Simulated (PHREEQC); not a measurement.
A solution holds 0.26 mol/kgw BaCl2, 0.00019 mol/kgw CO2 and 0.00016 mol/kgw H4SiO4, at 20 °C. Closed to the air; pH follows from the charge balance.

Model: ion-association model, wateq4f.dat, run in PHREEQC.

```tsv
quantity	before	after
pH	4.94	4.79
HCO3- (mol/kgw)	1.12e-5	1.61e-5
BaHCO3+ (mol/kgw)	3.92e-6	5.61e-6
H3SiO4- (mol/kgw)	3.33e-9	2.33e-9
BaCO3 (mol/kgw)	5.25e-10	5.25e-10
SI of Chalcedony (SiO2)	-0.10	-0.10
```

Question: Which change was made?
(A) diluted 2-fold with water
(B) CO2 from 0.00019 to 0.00038 mol/kgw
(C) CO2 replaced by Li2CO3 at the same molality
(D) CO2 from 0.00019 to 0.00095 mol/kgw
(E) CO2 from 0.00019 to 0.000209 mol/kgw

Answer: B, CO2 from 0.00019 to 0.00038 mol/kgw

Precipitation was switched off in this run. The ionic strength passes 0.7 mol/kgw, the rough limit of the ion-association models, in every such run. Some of these states are supersaturated (in Quartz (slow to form), for instance).
